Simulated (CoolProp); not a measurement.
Vapour-liquid equilibrium of benzene (1) + n-heptane (2) at 66.75 °C; x and y are mole fractions of (1).

The numbers come from the multi-fluid Helmholtz-energy mixture model, Thol 2012 and Span 2003; pair parameters Bell 2016 in CoolProp.

```csv
x,"bubble pressure, mixture model (MPa)","bubble pressure, Raoult's law (MPa)","y, mixture model","y, Raoult's law"
0.05,0.03862,0.03754,0.112,0.088
0.125,0.04239,0.03979,0.252,0.207
0.2,0.04595,0.04203,0.365,0.314
0.275,0.04923,0.04428,(withheld),0.410
0.35,0.05219,0.04652,(withheld),0.496
0.425,(withheld),0.04876,0.599,0.575
0.5,(withheld),0.05101,(withheld),0.647
0.575,0.05917,0.05325,(withheld),0.712
0.65,0.06094,0.05550,0.754,0.773
0.725,0.06248,0.05774,0.801,0.828
0.8,(withheld),0.05999,(withheld),0.880
0.875,0.06486,0.06223,0.899,0.928
0.95,0.06565,0.06448,0.956,0.972
```

Q: Fill in the missing entries.

A: 
- 0.275, y, mixture model: 0.457
- 0.35, y, mixture model: 0.534
- 0.425, bubble pressure, mixture model (MPa): 0.05482
- 0.5, bubble pressure, mixture model (MPa): 0.05714
- 0.5, y, mixture model: 0.656
- 0.575, y, mixture model: 0.707
- 0.8, bubble pressure, mixture model (MPa): 0.06379
- 0.8, y, mixture model: 0.848

The largest gap from Raoult's law is +12.4 % in bubble pressure, at x = 0.425. No azeotrope shows between x = 0.05 and 0.95.

The pair parameters rest on a limited set of measurements; away from them the model extrapolates.
